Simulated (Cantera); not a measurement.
# Ignition delay

Mixture: CH4 : CO : O2 : N2 = 1 : 0.032 : 2.04 : 7.66 (molar parts), equivalence ratio 0.99, at 3.70 bar, adiabatic and at constant volume. Ignition delay is the time to a rise of 400 K.

Detailed kinetics in Cantera: GRI-Mech 3.0 (53 species, 325 reactions).

```tsv
T0 (K)	delay (ms)
1048	123
1098	56.7
1148	27.3
1198	13.7
1248	7.10
1298	3.79
1348	2.09
```

* **apparent activation energy between 1248 and 1348 K**: 170 kJ/mol
